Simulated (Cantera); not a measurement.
A closed system holds: 1 mol C₆H₆, 0.58 mol H₂, 3.6 mol N₂, 0.055 mol NH₃, at 402 °C and 3.10 bar.

Method: chemical equilibrium by Gibbs-energy minimisation in Cantera with the NASA 1993 tables (ideal gas, pure condensed phases). Candidate condensed phases: C, C₆H₆, C₇H₈, C₈H₁₈; 92 gas species. Equilibrium is a limit: real reactors are often held back by kinetics, nucleation or transport.

Base state: N₂ 0.638, CH₄ 0.282, H₂ 0.0790, NH₃ 0.000719 (mole fractions); condensed: C(graphite).

Problem. What changes in the equilibrium state with this change: C₆H₆ replaced by C₃H₆?

Solution. 
```tsv
species	before	after
N₂	0.638	0.638
CH₄	0.282	0.282
H₂	0.0790	0.0790
NH₃	0.000719	0.000719
C(graphite), mol	4.40	1.40
```
